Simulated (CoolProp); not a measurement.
o-xylene at several states: fugacity coefficient from the reference equation and from simpler models built on Tc = 357.1 °C, pc = 3737 kPa, ω = 0.312; each cubic takes its own stable root.

Computed with CoolProp (reference Helmholtz-energy equation of state, Zhou 2012).

```tsv
T (°C)	p (kPa)	phase	reference
197.35	211	gas	0.9414
256.45	8770	liquid	0.1223
268.25	17500	liquid	0.09675
71.75	1780	liquid	0.005468
```

Task: How far does each simpler model (van der Waals, Redlich-Kwong, Soave-Redlich-Kwong, Peng-Robinson) lie from the reference over these 4 states: mean and median of the absolute difference, and the worst?

Result: 
- van der Waals: mean 539.7 %, median 108.4 %, worst +1939.1 % at 71.75 °C and 1780 kPa
- Redlich-Kwong: mean 69.0 %, median 36.5 %, worst +201.4 % at 71.75 °C and 1780 kPa
- Soave-Redlich-Kwong: mean 6.2 %, median 5.4 %, worst +12.7 % at 268.25 °C and 17500 kPa
- Peng-Robinson: mean 1.6 %, median 1.8 %, worst +2.1 % at 268.25 °C and 17500 kPa
